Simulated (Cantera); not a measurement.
## Diamond growth

A diamond (100) surface in a fixed gas of H2 with x(CH4) = 0.0088, x(CH3) = 0.00011, at 1025 K, 0.0120 bar; coverages are run to steady state.

Computed with Cantera and the Harris–Goodwin 1993 mechanism for the reconstructed diamond (100) surface.

| x(H) | growth (µm/h) | θ c6HH | θ c6H* | θ c6*H | θ c6** | θ c6HM |
|---|---|---|---|---|---|---|
| 0.0001 | 0.0428 | 0.599 | 0.0179 | 0.342 | 0.00456 | 0.0247 |
| 0.0002 | 0.0853 | 0.577 | 0.0188 | 0.359 | 0.00662 | 0.0262 |
| 0.00041 | 0.161 | 0.566 | 0.0193 | 0.370 | 0.00846 | 0.0253 |
| 0.00082 | 0.270 | 0.563 | 0.0197 | 0.376 | 0.00974 | 0.0219 |
| 0.0017 | 0.410 | 0.564 | 0.0200 | 0.382 | 0.0106 | 0.0164 |
| 0.0033 | 0.535 | 0.567 | 0.0202 | 0.386 | 0.0111 | 0.0111 |
| 0.0067 | 0.639 | 0.570 | 0.0204 | 0.389 | 0.0114 | 0.00657 |
| 0.014 | 0.708 | 0.572 | 0.0205 | 0.391 | 0.0115 | 0.00350 |
| 0.027 | 0.744 | 0.573 | 0.0206 | 0.392 | 0.0116 | 0.00191 |
θ: site fractions in the mechanism's names (c6HH fully hydrogenated, c6H* and c6*H radical sites, c6** diradical, c6HM methylated).
